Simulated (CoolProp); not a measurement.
Vapour-liquid equilibrium of ethylene (1) + ethane (2) at 1.52 MPa; x and y are mole fractions of (1).

The numbers come from the multi-fluid Helmholtz-energy mixture model, Smukala 2000 and Bücker 2006; pair parameters Bell 2016 in CoolProp.

```json
[
 {"x": "0.05", "bubble temperature, mixture model (K)": "254.0", "bubble temperature, Raoult's law (K)": "254.2", "y, mixture model": "0.079", "y, Raoult's law": "0.085"},
 {"x": "0.15", "bubble temperature, mixture model (K)": "…", "bubble temperature, Raoult's law (K)": "251.6", "y, mixture model": "…", "y, Raoult's law": "0.240"},
 {"x": "0.25", "bubble temperature, mixture model (K)": "248.6", "bubble temperature, Raoult's law (K)": "249.1", "y, mixture model": "0.345", "y, Raoult's law": "0.374"},
 {"x": "0.35", "bubble temperature, mixture model (K)": "…", "bubble temperature, Raoult's law (K)": "246.8", "y, mixture model": "…", "y, Raoult's law": "0.493"},
 {"x": "0.45", "bubble temperature, mixture model (K)": "244.3", "bubble temperature, Raoult's law (K)": "244.6", "y, mixture model": "0.557", "y, Raoult's law": "0.597"},
 {"x": "0.55", "bubble temperature, mixture model (K)": "242.4", "bubble temperature, Raoult's law (K)": "242.6", "y, mixture model": "0.650", "y, Raoult's law": "0.690"},
 {"x": "0.65", "bubble temperature, mixture model (K)": "240.6", "bubble temperature, Raoult's law (K)": "240.7", "y, mixture model": "0.737", "y, Raoult's law": "0.773"},
 {"x": "0.75", "bubble temperature, mixture model (K)": "238.8", "bubble temperature, Raoult's law (K)": "238.8", "y, mixture model": "…", "y, Raoult's law": "0.847"},
 {"x": "0.85", "bubble temperature, mixture model (K)": "237.1", "bubble temperature, Raoult's law (K)": "237.1", "y, mixture model": "0.895", "y, Raoult's law": "0.913"},
 {"x": "0.95", "bubble temperature, mixture model (K)": "235.5", "bubble temperature, Raoult's law (K)": "235.5", "y, mixture model": "0.967", "y, Raoult's law": "0.972"}
]
```

Problem. What belongs in the gaps?

Solution. 
- 0.15, bubble temperature, mixture model (K): 251.1
- 0.15, y, mixture model: 0.221
- 0.35, bubble temperature, mixture model (K): 246.4
- 0.35, y, mixture model: 0.456
- 0.75, y, mixture model: 0.819

The largest gap from Raoult's law is -0.5 K in bubble temperature, at x = 0.25. No azeotrope shows between x = 0.05 and 0.95.

Pair parameters are fitted to limited data, so mixtures are less certain than the pure fluids.
